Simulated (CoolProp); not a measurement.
Vapour-liquid equilibrium of ethane (1) + n-perfluorobutane (2) at 220.6 K; x and y are mole fractions of (1).

The numbers come from the multi-fluid Helmholtz-energy mixture model, Bücker 2006 and Gao 2022; pair parameters Bell 2016 in CoolProp.

Task: Give the bubble pressure and the first vapour's composition at x = 0.5, 0.875, 0.95. Is there an azeotrope?

Result: x = 0.5: 3.714 bar, y = 0.983; x = 0.875: 4.485 bar, y = 0.992; x = 0.95: 4.787 bar, y = 0.996. No azeotrope shows between x = 0.05 and 0.95.

The pair parameters rest on a limited set of measurements; away from them the model extrapolates. With so large a gap from Raoult's law the liquid may split in two, which this calculation doesn't test in full.
